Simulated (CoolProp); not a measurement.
Vapour-liquid equilibrium of n-heptane (1) + ethylbenzene (2) at 322 K; x and y are mole fractions of (1).

The numbers come from the multi-fluid Helmholtz-energy mixture model, Span 2003 and Zhou 2012; pair parameters Bell 2016 in CoolProp.

```csv
x,"bubble pressure, mixture model (kPa)","bubble pressure, Raoult's law (kPa)","y, mixture model","y, Raoult's law"
0.05,5.519,5.123,0.233,0.176
0.2,8.244,7.157,0.559,0.503
0.35,10.45,9.191,0.707,0.686
0.5,12.34,11.22,0.799,0.802
0.65,14.08,13.26,0.868,0.883
0.8,15.75,15.29,0.926,0.942
0.95,17.43,17.33,0.982,0.987
```

The largest gap from Raoult's law is +15.2 % in bubble pressure, at x = 0.2. No azeotrope shows between x = 0.05 and 0.95.

Pair parameters are fitted to limited data, so mixtures are less certain than the pure fluids.
